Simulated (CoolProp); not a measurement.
Properties of octamethylcyclotetrasiloxane (D4) along the isobar 1940 kPa.

The numbers come from the reference Helmholtz-energy equation of state, Thol 2015 in CoolProp.

```
T (K)   phase       Z  cp (kJ/(kg K))  speed of sound (m/s)  isothermal compressibility (1/MPa)  expansivity (1/kK)
-----  ------  ------  --------------  --------------------  ----------------------------------  ------------------
312.3  liquid  0.2364           1.692                 882.6                            0.001653               1.201
329.2  liquid  0.2289           1.723                 829.1                            0.001901               1.234
346.1  liquid  0.2224           1.755                 777.1                            0.002197               1.273
362.9  liquid  0.2167           1.790                 727.1                            0.002549               1.317
379.8  liquid  0.2118           1.826                 678.4                            0.002980               1.369
396.7  liquid  0.2077           1.863                 631.1                            0.003507               1.430
413.5  liquid  0.2042           1.901                 585.5                            0.004157               1.500
430.4  liquid  0.2014           1.941                 540.7                            0.004980               1.585
447.3  liquid  0.1992           1.980                 497.0                            0.006038               1.687
464.1  liquid  0.1977           2.021                 454.4                            0.007419               1.812
481    liquid  0.1969           2.063                 412.2                            0.009296               1.971
```
